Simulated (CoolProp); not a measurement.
Saturation properties of methane (Tc = 190.6 K, pc = 45.99 bar, ω = 0.011).

The numbers come from the reference Helmholtz-energy equation of state, Setzmann 1991 in CoolProp.

| T (K) | p (bar) | liquid density (kg/m³) | enthalpy of vaporisation (kJ/kg) | vapour Z | surface tension (mN/m) | liquid conductivity (mW/(m K)) |
|---|---|---|---|---|---|---|
| 140.5 | 6.579 | 376.0 | 443.7 | 0.8682 | 7.47 | 143 |
| 143.7 | 7.727 | 370.1 | 433.8 | 0.8528 | 6.89 | 138 |
| 146.9 | 9.013 | 364.0 | 423.4 | 0.8363 | 6.33 | 134 |
| 150.1 | 10.45 | 357.7 | 412.2 | 0.8187 | 5.77 | 129 |
| 153.3 | 12.04 | 351.1 | 400.3 | 0.8000 | 5.22 | 125 |
| 156.5 | 13.80 | 344.2 | 387.4 | 0.7799 | 4.68 | 120 |
| 159.7 | 15.73 | 337.0 | 373.6 | 0.7585 | 4.15 | 115 |
| 163 | 17.92 | 329.1 | 358.2 | 0.7348 | 3.61 | 111 |
| 166.2 | 20.25 | 321.0 | 341.8 | 0.7101 | 3.10 | 106 |
| 169.4 | 22.78 | 312.2 | 323.9 | 0.6833 | 2.61 | 101 |

It boils at 111.7 K under 1 atm.

Thermal conductivity comes from a separate model (Friend 1989). Surface tension comes from a separate correlation (Mulero 2012).
